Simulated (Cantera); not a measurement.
An adiabatic, constant-volume homogeneous reactor starts with CH4 : C2H6 : O2 : N2 = 1 : 0.061 : 2.6 : 9.79 (molar parts), at 1200 K and 3750 Torr.

Computed with Cantera and GRI-Mech 3.0 (53 species, 325 reactions).

Problem. Predict: time of steepest temperature rise; temperature at 0.200 s; equilibrium temperature; x(O2) at 0.200 s; x(CO2) at 0.200 s; x(O) at 0.200 s; x(N2O) at 0.200 s.

Solution. 
- time of steepest temperature rise: 2.52 ms
- temperature at 0.200 s: 2866 K
- equilibrium temperature: 2866 K
- x(O2) at 0.200 s: 0.0295 (gas-phase equilibrium 0.0295)
- x(CO2) at 0.200 s: 0.0611 (gas-phase equilibrium 0.0611)
- x(O) at 0.200 s: 0.00346 (gas-phase equilibrium 0.00346)
- x(N2O) at 0.200 s: 2.66e-6 (gas-phase equilibrium 2.66e-6)
